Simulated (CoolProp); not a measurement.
Saturation properties of R143a (Tc = 345.9 K, pc = 3762 kPa, ω = 0.261).

Model: reference Helmholtz-energy equation of state, Lemmon and Jacobsen 2000, in CoolProp.

| T (K) | p (kPa) | vapour density (kg/m³) | vapour viscosity (µPa s) |
|---|---|---|---|
| 211.1 | 47.42 | 2.342 | 7.89 |
| 220.8 | 79.02 | 3.776 | 8.28 |
| 230.5 | 125.3 | 5.826 | 8.65 |
| 240.3 | 191.4 | 8.696 | 9.00 |
| 250 | 280.5 | 12.54 | 9.34 |
| 259.7 | 398.4 | 17.62 | 9.69 |
| 269.5 | 552.2 | 24.32 | 10.1 |
| 279.2 | 744.9 | 32.93 | 10.5 |
| 288.9 | 984.0 | 44.03 | 11.0 |
| 298.7 | 1280 | 58.58 | 11.6 |
| 308.4 | 1634 | 77.51 | 12.4 |
| 318.1 | 2056 | 103.1 | 13.5 |
| 327.9 | 2564 | 140.1 | 15.1 |

It boils at 225.9 K under 1 atm.

Viscosity comes from a separate model (Klein 1997), an estimate that may be off by 10 % or more.
